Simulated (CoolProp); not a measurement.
Vapour-liquid equilibrium of propane (1) + isopentane (2) at 44.55 °C; x and y are mole fractions of (1).

The numbers come from the multi-fluid Helmholtz-energy mixture model, Lemmon 2009 and Lemmon 2006; pair parameters Kunz 2012 in CoolProp.

Task: Give the bubble pressure and the first vapour's composition at x = 0.05, 0.2, 0.425. Is there an azeotrope?

Result: x = 0.05: 246.9 kPa, y = 0.309; x = 0.2: 448.5 kPa, y = 0.653; x = 0.425: 732.1 kPa, y = 0.826. No azeotrope shows between x = 0.05 and 0.95.

Pair parameters are fitted to limited data, so mixtures are less certain than the pure fluids. The gap from Raoult's law changes sign with composition, which may be real or a fault of the pair parameters; it wasn't checked against measurements.
